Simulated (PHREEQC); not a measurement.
Consider water at 74 °C with 0.032 mol MgCl2, 3.1e-05 mol CO2 and 0.00024 mol MgSO4 per kg of water. Closed to the air; pH follows from the charge balance.

Model: ion-association model, phreeqc.dat, run in PHREEQC.

Precipitation was switched off in this run.

Task: Order these C species by the share of C that they hold, largest first: CO2, HCO3-, MgHCO3+.

Result: CO2 (85 %), HCO3- (12 %), MgHCO3+ (2.7 %)

The pH is 5.37 and the ionic strength 0.0963 mol/kgw. Complexes and solids missing from the database can't appear. Away from 25 °C the constants follow the database's enthalpies or fits; those with neither stay at their 25 °C values.
